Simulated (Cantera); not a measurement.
A closed system holds: 1 mol Si, 7.7 mol Br₂, 3.7 mol N₂, at 1050 °C.

Equilibrium computed with Cantera from the NASA thermochemical tables; the gas is ideal and each condensed phase is pure. Candidate condensed phases: Br₂, Si, Si₃N₄; 13 gas species. The tables' values for SiBr₃ are old estimates; treat these amounts as uncertain. Equilibrium is a limit: real reactors are often held back by kinetics, nucleation or transport.

x: gas mole fraction; nothing condenses.

```csv
P (Pa),x Br,x Br₂,x N₂,x SiBr₄,x SiBr₂
1,0.738,0.000511,0.206,0.00247,0.0513
6.80,0.716,0.00326,0.221,0.0376,0.0180
46,0.683,[?],0.234,[?],[?]
320,0.578,0.100,0.253,0.0681,2.25e-5
2200,0.361,0.269,0.292,0.0787,1.41e-6
15000,[?],[?],0.325,0.0879,[?]
100000,0.0724,0.492,0.343,0.0927,2.00e-8
```

### Question
Complete the blanks.

### Answer

- 46, x Br₂: 0.0201
- 46, x SiBr₄: 0.0614
- 46, x SiBr₂: 0.000704
- 15000, x Br: 0.172
- 15000, x Br₂: 0.415
- 15000, x SiBr₂: 1.50e-7
